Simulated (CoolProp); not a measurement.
Vapour-liquid equilibrium of CH2F2 (R32) (1) + R125 (2) at 0.183 MPa; x and y are mole fractions of (1).

Model: multi-fluid Helmholtz-energy mixture model, Tillner-Roth 1997 and Lemmon 2005; pair parameters Lemmon 2004, in CoolProp.

```
x     bubble temperature, mixture model (K)  bubble temperature, Raoult's law (K)  y, mixture model  y, Raoult's law
----  -------------------------------------  ------------------------------------  ----------------  ---------------
0.05                                  237.5                                 237.7             0.064            0.059
0.15                                  236.8                                 237.2             0.187            0.174
0.25                                  236.1                                 236.8             0.300            0.285
0.35                                  235.5                                 236.4             0.405            0.392
0.45                                  235.0                                 236.0             0.503            0.495
0.55                                  234.6                                 235.6             0.594            0.594
0.65                                  234.2                                 235.2             0.682            0.690
0.75                                  234.0                                 234.8             0.768            0.782
0.85                                  233.8                                 234.4             0.855            0.871
0.95                                  233.8                                 234.0             0.949            0.958
```

The largest gap from Raoult's law is -1.0 K in bubble temperature, at x = 0.55. y crosses x between x = 0.85 and 0.95: the model has an azeotrope there.

The pair parameters rest on a limited set of measurements; away from them the model extrapolates.
